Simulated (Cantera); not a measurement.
Cantera run:

```python
import numpy as np
import cantera as ct

gas_names = """
    H H2 Si SiH SiH2 SiH3 SiH4 Si2 Si3
""".split()
cond_names = """
    Si(cr) Si(L)
""".split()


def load(file, names, dense=False):
    # The tables refer to 1 bar. Condensed volumes are neglected.
    table = {s.name: s for s in ct.Species.list_from_file(file)}
    out = []
    for n in names:
        d = dict(table[n].input_data)
        d["thermo"] = dict(d["thermo"], **{"reference-pressure": 1e5})
        if dense:
            d["equation-of-state"] = {"model": "constant-volume", "density": "1e6 g/cm^3"}
        out.append(ct.Species.from_dict(d))
    return out


gas = ct.Solution(thermo="ideal-gas", species=load("nasa_gas.yaml", gas_names))
cond = {s.name: ct.Solution(thermo="fixed-stoichiometry", species=[s], name=s.name)
        for s in load("nasa_condensed.yaml", cond_names, dense=True)}
atoms = {
    'Si': {'Si': 1},
    'H2': {'H': 2},
}
top_T = {}  # K; cautious upper limits of use, not melting points


def equilibrate(T, P, feed):
    n = {}
    for name, mol in feed.items():
        for a, k in atoms[name].items():
            n[a] = n.get(a, 0.0) + k * mol
    gas.TPX = T, P, n
    mass = sum(n.values()) * gas.mean_molecular_weight
    gas.equilibrate("TP")
    valid = [c for c in cond.values() if c.min_temp <= T <= top_T.get(c.name, c.max_temp)]
    mix = ct.Mixture([(gas, mass / gas.mean_molecular_weight)] + [(c, 0.0) for c in valid])
    mix.T, mix.P = T, P
    mix.equilibrate("TP", solver="vcs", rtol=1e-11, max_steps=5000)
    return mix


results = []
feed = {'Si': 1, 'H2': 0.4}  # mol
P = 100000  # Pa
for T in [623, 723, 823, 923, 1023, 1123, 1223, 1323, 1423, 1523, 1623, 1723]:
    mix = equilibrate(T, P, feed)
    results.append((T, P, feed, dict(zip(mix.species_names, mix.species_moles))))

top = {s: max(r[3][s] / sum(r[3][g] for g in gas_names) for r in results) for s in gas_names}
cols = sorted((s for s in top if top[s] > 1e-05), key=lambda s: -top[s])[:7]
seen = [c for c in cond_names if any(r[3].get(c, 0) > 1e-12 for r in results)]
print("log10 of partial pressures in bar; condensed amounts in mol")
print(f"{'T/K':>10s}" + "".join(f"{s[:9]:>10s}" for s in cols + seen))
for T, P, feed, n in results:
    ng = sum(n[g] for g in gas_names)
    print(f"{T:10.4g}" + "".join(f"{np.log10(max(n[s] / ng * P / 1e5, 1e-99)):10.3f}" for s in cols)
          + "".join(f"{n.get(c, 0):10.4g}" for c in seen))
```

Output:

```
log10 of partial pressures in bar; condensed amounts in mol
       T/K        H2         H      SiH2    Si(cr)     Si(L)
       623    -0.000   -15.628   -17.671         1         0
       723    -0.000   -13.074   -14.865         1         0
       823    -0.000   -11.135   -12.743         1         0
       923    -0.000    -9.612   -11.081         1         0
      1023    -0.000    -8.383    -9.744         1         0
      1123    -0.000    -7.371    -8.646         1         0
      1223    -0.000    -6.522    -7.727         1         0
      1323    -0.000    -5.800    -6.948         1         0
      1423    -0.000    -5.178    -6.279         1         0
      1523    -0.000    -4.636    -5.698         1         0
      1623    -0.000    -4.160    -5.189         1         0
      1723    -0.000    -3.739    -4.770         0         1
```

These are equilibrium values from Cantera (NASA tables, ideal gas, pure condensed phases), not measurements of a reactor. Gases not in the tables: Si2H6 and higher silanes.
